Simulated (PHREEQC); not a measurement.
1 kg of water holding 0.049 mol KCl, 0.3 mol SrCl2, 0.049 mol NaCl and 0.33 mol CaCl2 is evaporated at 25 °C; the solids stay in contact with the brine. CO2 from the air is kept out. Solids allowed: Halite, Portlandite, Sylvite. Others were left out.

The series has 12 steps of water left (kg), from 1 to 0.1156.

Equilibrium calculation in PHREEQC: Pitzer model, pitzer.dat.

### Question
Which solids form, in which order, and at which step of the series does each first stand?

### Answer
Halite from water left = 0.1156 kg.
